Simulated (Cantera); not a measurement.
## Reactions in the system H-Li-O

Standard-state values (1 bar) from the NASA 1993 polynomials, evaluated with Cantera. Values are per mole of reaction as written; species without (g) are pure solids or liquids, kept so even where they would boil at 1 bar.

H(g) + Li2O ⇌ 2 Li + OH(g)

```csv
T (K),ΔH° (kJ),ΔS° (J/K),ΔG° (kJ),log10 K
1475,409.5,87.5,280.5,-9.93
1500,408.9,87.0,278.3,-9.69
1525,408.3,86.6,276.2,-9.46
1550,407.6,86.2,274.0,-9.23
1575,407.0,85.8,271.8,-9.02
1600,406.3,85.4,269.7,-8.80
1625,405.7,85.0,267.6,-8.60
1650,405.1,84.6,265.5,-8.40
1675,404.4,84.2,263.3,-8.21
```
